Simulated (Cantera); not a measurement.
## Adiabatic ignition

An adiabatic, constant-pressure homogeneous reactor starts with CO : H₂ : O₂ : N₂ = 1 : 0.13 : 1.45 : 14.5 (molar parts), at 1625 K and 10.0 bar.

Detailed kinetics in Cantera: GRI-Mech 3.0 (53 species, 325 reactions). The hydrogen kinetics of GRI-Mech 3.0 are dated; newer H2 mechanisms differ, most at raised pressure.

```json
[
 {"t (s)": "2.00e-6", "T (K)": "1625", "x CO": "0.0585", "x H₂": "0.00760", "x O₂": "0.0849", "x CO₂": "4.20e-6", "x HO₂": "1.57e-6"},
 {"t (s)": "5.53e-6", "T (K)": "1636", "x CO": "0.0571", "x H₂": "0.00457", "x O₂": "0.0818", "x CO₂": "0.00150", "x HO₂": "7.84e-5"},
 {"t (s)": "1.53e-5", "T (K)": "1786", "x CO": "0.0391", "x H₂": "0.000210", "x O₂": "0.0694", "x CO₂": "0.0201", "x HO₂": "3.74e-5"},
 {"t (s)": "4.23e-5", "T (K)": "1993", "x CO": "0.0137", "x H₂": "0.000170", "x O₂": "0.0580", "x CO₂": "0.0463", "x HO₂": "1.55e-5"},
 {"t (s)": "0.000117", "T (K)": "2095", "x CO": "0.00328", "x H₂": "5.35e-5", "x O₂": "0.0544", "x CO₂": "0.0571", "x HO₂": "3.85e-6"},
 {"t (s)": "0.000323", "T (K)": "2121", "x CO": "0.000745", "x H₂": "1.46e-5", "x O₂": "0.0536", "x CO₂": "0.0598", "x HO₂": "1.17e-6"},
 {"t (s)": "0.000894", "T (K)": "2125", "x CO": "0.000310", "x H₂": "7.67e-6", "x O₂": "0.0535", "x CO₂": "0.0602", "x HO₂": "8.17e-7"},
 {"t (s)": "0.00247", "T (K)": "2125", "x CO": "0.000293", "x H₂": "7.42e-6", "x O₂": "0.0535", "x CO₂": "0.0602", "x HO₂": "8.05e-7"},
 {"t (s)": "0.00684", "T (K)": "2125", "x CO": "0.000293", "x H₂": "7.41e-6", "x O₂": "0.0534", "x CO₂": "0.0602", "x HO₂": "8.04e-7"},
 {"t (s)": "0.0189", "T (K)": "2124", "x CO": "0.000292", "x H₂": "7.39e-6", "x O₂": "0.0533", "x CO₂": "0.0602", "x HO₂": "8.00e-7"},
 {"t (s)": "0.0523", "T (K)": "2123", "x CO": "0.000289", "x H₂": "7.33e-6", "x O₂": "0.0529", "x CO₂": "0.0602", "x HO₂": "7.91e-7"},
 {"t (s)": "0.145", "T (K)": "2119", "x CO": "0.000283", "x H₂": "7.21e-6", "x O₂": "0.0521", "x CO₂": "0.0602", "x HO₂": "7.72e-7"},
 {"t (s)": "0.400", "T (K)": "2115", "x CO": "0.000277", "x H₂": "7.07e-6", "x O₂": "0.0512", "x CO₂": "0.0603", "x HO₂": "7.50e-7"}
]
```
x: mole fraction; the columns are a selection and need not sum to one.

- time of steepest temperature rise = 6.71 µs
- temperature at 0.400 s = 2115 K
- equilibrium temperature = 2113 K
- x(CO) at 0.400 s = 0.000277 (gas-phase equilibrium 0.000275)
- x(H₂) at 0.400 s = 7.07e-6 (gas-phase equilibrium 7.02e-6)
- x(O₂) at 0.400 s = 0.0512 (gas-phase equilibrium 0.0509)
